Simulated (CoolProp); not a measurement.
CH2F2 (R32) along the isotherm 387.9 K: Z from the reference equation and from simpler models built on Tc = 351.3 K, pc = 5783 kPa, ω = 0.277; each cubic takes its own stable root.

The numbers come from the reference Helmholtz-energy equation of state, Tillner-Roth 1997 in CoolProp.

```json
[
 {"p (kPa)": "45.7", "phase": "gas", "reference": "0.9979", "van der Waals": "0.9982", "Soave-Redlich-Kwong": "0.9981", "Peng-Robinson": "0.9978"},
 {"p (kPa)": "93.9", "phase": "gas", "reference": "0.9956", "van der Waals": "0.9962", "Soave-Redlich-Kwong": "0.9961", "Peng-Robinson": "0.9955"},
 {"p (kPa)": "193", "phase": "gas", "reference": "0.9909", "van der Waals": "0.9922", "Soave-Redlich-Kwong": "0.9919", "Peng-Robinson": "0.9908"},
 {"p (kPa)": "396", "phase": "gas", "reference": "0.9813", "van der Waals": "0.9839", "Soave-Redlich-Kwong": "0.9834", "Peng-Robinson": "0.9810"},
 {"p (kPa)": "813", "phase": "gas", "reference": "0.9612", "van der Waals": "0.9664", "Soave-Redlich-Kwong": "0.9656", "Peng-Robinson": "0.9608"},
 {"p (kPa)": "1670", "phase": "gas", "reference": "0.9190", "van der Waals": "?", "Soave-Redlich-Kwong": "0.9281", "Peng-Robinson": "0.9185"},
 {"p (kPa)": "3430", "phase": "gas", "reference": "0.8269", "van der Waals": "0.8432", "Soave-Redlich-Kwong": "0.8462", "Peng-Robinson": "?"},
 {"p (kPa)": "7040", "phase": "supercritical", "reference": "0.6068", "van der Waals": "0.5920", "Soave-Redlich-Kwong": "?", "Peng-Robinson": "0.6212"},
 {"p (kPa)": "14500", "phase": "supercritical", "reference": "0.3784", "van der Waals": "0.5249", "Soave-Redlich-Kwong": "?", "Peng-Robinson": "0.4604"}
]
```

Problem. Some entries are withheld; supply them.

Solution. 
- 1670, van der Waals: 0.9289
- 3430, Peng-Robinson: 0.8276
- 7040, Soave-Redlich-Kwong: 0.6519
- 14500, Soave-Redlich-Kwong: 0.5002
